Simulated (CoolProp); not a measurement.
Vapour-liquid equilibrium of ethane (1) + hydrogen chloride (2) at 0.738 bar; x and y are mole fractions of (1).

The numbers come from the multi-fluid Helmholtz-energy mixture model, Bücker 2006 and Thol 2018; pair parameters Bell 2016 in CoolProp.

### Question
Give the bubble temperature and the first vapour's composition at x = 0.05, 0.5, 0.8. Is there an azeotrope?

### Answer
x = 0.05: 178.4 K, y = 0.267; x = 0.5: 173.4 K, y = 0.545; x = 0.8: 174.1 K, y = 0.641. y crosses x between x = 0.5 and 0.65: the model has an azeotrope there.

Pair parameters are fitted to limited data, so mixtures are less certain than the pure fluids.
